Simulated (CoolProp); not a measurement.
Aqueous calcium chloride as a coolant, at 7 °C, 1 atm.

Values from CoolProp's Melinder's fits for secondary coolants.

| mass % | freezing point (°C) | Prandtl number | conductivity (W/(m K)) | density (kg/m³) | cp (kJ/(kg K)) |
|---|---|---|---|---|---|
| 1 | -0.5 | 10.5 | 0.574 | 1007 | 4.130 |
| 3.9 | -1.8 | 10.7 | 0.572 | 1032 | 3.942 |
| 6.7 | -3.4 | 11.0 | 0.569 | 1057 | 3.773 |
| 9.5 | -5.4 | 11.4 | 0.567 | 1082 | 3.610 |
| 12.4 | -8.1 | 11.9 | 0.564 | 1110 | 3.449 |
| 15.2 | -11.3 | 12.6 | 0.561 | 1137 | 3.301 |
| 18.1 | -15.2 | 13.7 | 0.558 | 1165 | 3.161 |
| 20.9 | -19.9 | 15.0 | 0.555 | 1193 | 3.039 |
| 23.7 | -25.7 | 16.8 | 0.551 | 1221 | 2.934 |
| 26.6 | -33.9 | 19.3 | 0.547 | 1251 | 2.838 |
